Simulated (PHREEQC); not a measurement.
## Hard or scaling water (model solution)

Consider water at 25 °C with 0.0002 mol/kgw CaSO4 and 0.0001 mol/kgw NaF. Closed to the air; pH follows from the charge balance.

Equilibrium calculation in PHREEQC: ion-association model, phreeqc.dat.

This is a speciation only: nothing precipitates in the calculation.

Predict the pH.

pH 7.03.

In which forms is Ca present?

Ca+2 97 %, CaSO4 2.6 % of the Ca.
